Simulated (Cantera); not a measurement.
# Silicon nitride deposition: Si2Cl6 + N2 + H2

Charge: 1 mol Si2Cl6, 3.7 mol N2, 5.8 mol H2, equilibrated at 1500 K.

Cantera equilibrium calculation (NASA polynomials, part measured and part estimated; ideal gas, pure solids and liquids). Candidate condensed phases: NH4Cl, Si, Si3N4; 28 gas species. The feed counts by its element totals alone. The tables' values for SiCl3, SiCl are old estimates; treat these amounts as uncertain. Kinetics and transport are ignored.

From 5.00 Pa to 21.0 Pa nothing is condensed. From 85.0 Pa to 100000 Pa the condensed part is Si3N4(s). The main Si-bearing gas is SiCl2 at 5.00 Pa and SiCl4 at 100000 Pa.

```csv
P (Pa),log p H2,log p HCl,log p N2,log p SiCl2,log p SiCl4,log p SiCl3,n Si3N4(s)
5,-4.72,-5.10,-4.83,-5.10,-9.29,-7.44,0
21,-4.09,-4.48,-4.21,-4.48,-8.05,-6.51,0
85,-3.51,-3.74,-3.62,-3.95,-6.64,-5.54,0.108
350,-2.92,-3.01,-3.03,-3.46,-5.28,-4.62,0.242
1400,-2.34,-2.33,-2.45,-3.07,-4.09,-3.83,0.362
5900,-1.72,-1.66,-1.84,-2.75,-3.06,-3.16,0.449
24000,-1.10,-1.04,-1.23,-2.54,-2.23,-2.63,0.485
100000,-0.47,-0.43,-0.61,-2.37,-1.47,-2.17,0.489
```
log p: log10 of the partial pressure in bar; n: condensed amount in mol.
